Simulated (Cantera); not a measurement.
**Thermodynamics of iron carbonyl, mercury and lead vapours, feed PbO + CO + H₂**

Charge: 1 mol PbO, 1.3 mol CO, 86 mol H₂, at 0.323 Torr.

Cantera equilibrium calculation (NASA polynomials, part measured and part estimated; ideal gas, pure solids and liquids). Candidate condensed phases: C, C₆H₆, C₇H₈, C₈H₁₈, H₂O, Pb, PbO, PbO₂, Pb₃O₄; 113 gas species. Kinetics and transport are ignored.

```tsv
T (°C)	x H₂	x CO	x Pb	x H₂O	x CO₂	x CH₄	x H	n Pb(l)
550	0.974	0.0143	0.000312	0.0109	0.000578	2.78e-6	3.49e-10	0.973
575	0.973	0.0144	0.000696	0.0109	0.000500	1.06e-6	9.05e-10	0.939
600	0.973	0.0144	0.00148	0.0110	0.000436	4.26e-7	2.22e-9	0.871
625	0.971	0.0145	0.00301	0.0110	0.000382	1.80e-7	5.20e-9	0.736
650	0.968	0.0145	0.00590	0.0111	0.000337	7.89e-8	1.16e-8	0.482
675	0.963	0.0144	0.0111	0.0110	0.000299	3.59e-8	2.48e-8	0.0167
700	0.963	0.0145	0.0113	0.0111	0.000268	1.72e-8	5.12e-8	0
725	0.963	0.0145	0.0113	0.0111	0.000241	8.59e-9	1.02e-7	0
750	0.963	0.0145	0.0113	0.0111	0.000219	4.43e-9	1.96e-7	0
775	0.963	0.0145	0.0113	0.0111	0.000199	2.35e-9	3.66e-7	0
800	0.963	0.0145	0.0113	0.0111	0.000182	1.29e-9	6.63e-7	0
825	0.963	0.0146	0.0113	0.0112	0.000168	7.23e-10	1.17e-6	0
850	0.963	0.0146	0.0113	0.0112	0.000155	4.17e-10	2.02e-6	0
```
x: gas mole fraction; n: condensed amount in mol.

From 550 °C to 675 °C the condensed part is Pb(l). From 700 °C to 850 °C nothing is condensed. The main Pb-bearing gas is Pb throughout.
